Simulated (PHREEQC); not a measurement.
A solution holds 0.00153 mol NiSO4, 0.059 mol Na2SO4 and 0.0072 mol HCl per kg of water, at 20 °C. Closed to the air; pH follows from the charge balance.

All values are PHREEQC results (ion-association model, wateq4f.dat), not measurements.

The ionic strength comes out as 0.163 mol/kgw. What activity coefficients do HSO4-, Na+, Ni+2, NaSO4-, SO4-2 get?

HSO4- 0.74, Na+ 0.76, Ni+2 0.33, NaSO4- 0.76, SO4-2 0.32.

This is a speciation only: nothing precipitates in the calculation. Species that the database lacks are ignored.
